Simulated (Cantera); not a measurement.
A freely propagating, adiabatic, planar premixed flame of CH4 : O2 : N2 : CO2 = 1 : 1.33 : 5.01 : 0.19 (molar parts), equivalence ratio 1.5, unburnt at 625 K and 500000 Pa; mixture-averaged transport, grid criteria slope 0.08 and curve 0.16, no radiation.

Computed with Cantera and GRI-Mech 3.0 (53 species, 325 reactions). Burning velocities carry a grid error of a few per cent, more on coarse grids.

Question: What does this change do: CH4 1 to 1.3 parts?

Answer: 
```tsv
quantity	before	after
laminar burning velocity	26.0 cm/s	14.3 cm/s
thermal thickness	0.253 mm	0.426 mm
peak x(HCO)	3.83e-6	1.32e-6
```

Question: What does this change do: inlet temperature 625 to 575 K?

Answer: 
```
quantity                     before      after
------------------------  ---------  ---------
laminar burning velocity  26.0 cm/s  20.7 cm/s
thermal thickness          0.253 mm   0.283 mm
peak x(HCO)                 3.83e-6    3.09e-6
```
